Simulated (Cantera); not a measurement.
Thermodynamics of calcination and drying, feed CsOH + H2 + O2

A closed system holds: 1 mol CsOH, 2.6 mol H2, a varied amount of O2, held at 1600 K and 20.0 mbar.

These are equilibrium values from Cantera (NASA tables, ideal gas, pure condensed phases), not measurements of a reactor. Candidate condensed phases: Cs, CsOH, H2O; 15 gas species. Equilibrium is a limit: real reactors are often held back by kinetics, nucleation or transport.

From 0.14 mol O2 to 9.1 mol O2 nothing is condensed. The main Cs-bearing gas is Cs at 0.14 mol O2 and CsOH at 9.1 mol O2.

```csv
n(O2) (mol),x H2O,x O2,x H2,x CsOH,x Cs
0.14,0.222,4.02e-10,0.520,0.106,0.151
0.21,0.250,5.71e-10,0.491,0.116,0.142
0.31,0.291,9.26e-10,0.449,0.129,0.130
0.45,0.350,1.79e-9,0.388,0.147,0.114
0.65,0.438,4.76e-9,0.297,0.171,0.0934
0.95,0.574,2.93e-8,0.157,0.207,0.0624
1.4,0.702,0.0275,0.000199,0.267,0.00235
2,0.604,0.163,7.02e-5,0.231,0.00140
2.9,0.499,0.307,4.23e-5,0.191,0.00109
4.3,0.393,0.454,2.74e-5,0.150,0.000875
6.2,0.305,0.576,1.89e-5,0.117,0.000726
9.1,0.228,0.684,1.29e-5,0.0870,0.000600
```
x: gas mole fraction; nothing condenses.
